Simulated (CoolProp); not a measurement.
Properties of dodecamethylpentasiloxane (MD3M) at several states (Tc = 628.0 K, pc = 0.9540 MPa, ω = 0.730).

The numbers come from the reference Helmholtz-energy equation of state, Thol 2019 in CoolProp.

```
T (K)  p (MPa)   phase  density (kg/m³)  cp (kJ/(kg K))  cv (kJ/(kg K))  speed of sound (m/s)  fugacity coefficient
-----  -------  ------  ---------------  --------------  --------------  --------------------  --------------------
266.6   0.0284  liquid                …           1.620           1.337                  1052              7.954e-6
421.3     1.22  liquid                …           1.977           1.728                 604.8              0.009045
245.7   0.0139  liquid            920.7           1.555           1.265                  1129              9.387e-7
294.2   0.0103  liquid            873.7           1.696           1.421                 957.7             0.0004378
431.7     2.07  liquid            743.7           1.995           1.751                 590.6              0.008653
230.9     0.14  liquid            935.4           1.502               …                  1187              8.587e-9
```

Fill in the missing entries.


- 266.6, density (kg/m³): 900.4
- 421.3, density (kg/m³): 751.6
- 230.9, cv (kJ/(kg K)): 1.209
